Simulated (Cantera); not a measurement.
What does this Cantera script print?

```python
import numpy as np
import cantera as ct

gas = ct.Solution("h2o2.yaml")
gas.TPX = 550, 140000, {'H2': 1, 'O2': 0.192, 'N2': 0.723}
flame = ct.FreeFlame(gas, width=0.032)
flame.set_refine_criteria(ratio=3, slope=0.08, curve=0.16)
flame.transport_model = "mixture-averaged"
flame.solve(loglevel=0, auto=True)
z, T = flame.grid, flame.T
thick = (T[-1] - T[0]) / np.gradient(T, z).max()
show = ['H2', 'O2', 'HO2', 'OH', 'H', 'H2O']
print(f"laminar burning velocity  {flame.velocity[0] * 100:.3f} cm/s")
print(f"burnt temperature         {T[-1]:.1f} K")
print(f"thermal thickness         {thick * 1e3:.4f} mm")
print(f"grid points               {len(z)}")
z0 = z[flame.heat_release_rate.argmax()]
print(f"{'z/mm':>9s}{'T/K':>9s}{'u/(m/s)':>9s}" + "".join(f"{s:>11s}" for s in show))
rows = []
for k in (-3, -2, -1.5, -1, -0.5, -0.25, 0, 0.25, 0.5, 1, 2, 4, 8):
    zz = z0 + k * thick
    rows.append([k * thick, np.interp(zz, z, T), np.interp(zz, z, flame.velocity),
                 *(np.interp(zz, z, flame.X[gas.species_index(s)]) for s in show)])
    print(f"{rows[-1][0] * 1e3:9.3f}{rows[-1][1]:9.1f}{rows[-1][2]:9.3f}" + "".join(f"{x:11.3e}" for x in rows[-1][3:]))
```

Result:

```
laminar burning velocity  721.827 cm/s
burnt temperature         2063.2 K
thermal thickness         0.2954 mm
grid points               126
     z/mm      T/K  u/(m/s)         H2         O2        HO2         OH          H        H2O
   -0.886    550.0    7.218  5.222e-01  1.003e-01  1.221e-12  4.746e-17  2.631e-16  1.496e-12
   -0.591    550.0    7.218  5.222e-01  1.003e-01  1.787e-10  1.710e-14  2.222e-13  1.613e-10
   -0.443    550.0    7.218  5.222e-01  1.003e-01  4.647e-09  5.991e-13  2.547e-11  3.412e-09
   -0.295    550.1    7.219  5.221e-01  1.003e-01  9.566e-07  3.229e-10  3.979e-08  5.744e-07
   -0.148    584.5    7.616  5.173e-01  1.002e-01  3.053e-04  7.404e-05  2.464e-04  1.422e-03
   -0.074    815.7   10.373  4.874e-01  9.366e-02  2.035e-04  4.977e-04  6.655e-03  2.161e-02
    0.000   1182.2   14.646  4.120e-01  6.448e-02  8.729e-05  1.198e-03  3.491e-02  8.668e-02
    0.074   1441.6   17.749  3.386e-01  2.156e-02  2.740e-05  1.998e-03  6.448e-02  1.697e-01
    0.148   1558.3   19.125  3.151e-01  4.685e-03  5.733e-06  1.949e-03  7.084e-02  2.031e-01
    0.295   1659.7   20.248  3.153e-01  3.509e-04  4.148e-07  1.986e-03  6.303e-02  2.129e-01
    0.591   1757.8   21.294  3.240e-01  7.418e-05  1.013e-07  1.961e-03  4.963e-02  2.151e-01
    1.181   1852.8   22.282  3.332e-01  4.119e-05  6.084e-08  1.733e-03  3.589e-02  2.170e-01
    2.363   1931.9   23.089  3.410e-01  2.022e-05  3.309e-08  1.352e-03  2.407e-02  2.189e-01
```

Cantera simulation using the H2/O2 subset of GRI-Mech 3.0, which has no nitrogen chemistry; the numbers are that mechanism's predictions, not measurements. Burning velocities carry a grid error of a few per cent, more on coarse grids.
